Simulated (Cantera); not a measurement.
A closed system holds: 1 mol SiCl₄, 130 mol H₂, 0.004 mol Cl₂, at 775 °C and 0.140 bar.

Method: chemical equilibrium by Gibbs-energy minimisation in Cantera with the NASA 1993 tables (ideal gas, pure condensed phases). Candidate condensed phases: Si; 19 gas species. The tables' values for SiCl₃ are old estimates; treat these amounts as uncertain. Rates play no part.

Base state: H₂ 0.983, HCl 0.0116, SiCl₄ 0.00263, SiHCl₃ 0.00227, SiCl₂ 0.000257, SiH₂Cl₂ 0.000223, SiCl₃ 0.000192 (mole fractions); condensed: Si(s).

Task: What changes in the equilibrium state with this change: temperature from 775 °C to 877 °C?

Result: 
```csv
species,before,after
H₂,0.983,0.977
HCl,0.0116,0.0193
SiHCl₃,0.00227,0.00119
SiCl₄,0.00263,0.00116
SiCl₂,0.000257,0.000841
SiCl₃,0.000192,0.000299
"Si(s), mol",0.267,0.519
```
